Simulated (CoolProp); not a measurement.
Vapour-liquid equilibrium of n-pentane (1) + toluene (2) at 7.91 bar; x and y are mole fractions of (1).

Model: multi-fluid Helmholtz-energy mixture model, Thol 2019 and Lemmon 2006; pair parameters Bell 2016, in CoolProp.

**Question.** Give the bubble temperature and the first vapour's composition at x = 0.25, 0.35, 0.85. Is there an azeotrope?

**Answer.** x = 0.25: 162.3 °C, y = 0.604; x = 0.35: 151.9 °C, y = 0.712; x = 0.85: 120.2 °C, y = 0.957. No azeotrope shows between x = 0.05 and 0.95.

The pair parameters rest on a limited set of measurements; away from them the model extrapolates. The gap from Raoult's law changes sign with composition, which may be real or a fault of the pair parameters; it wasn't checked against measurements.
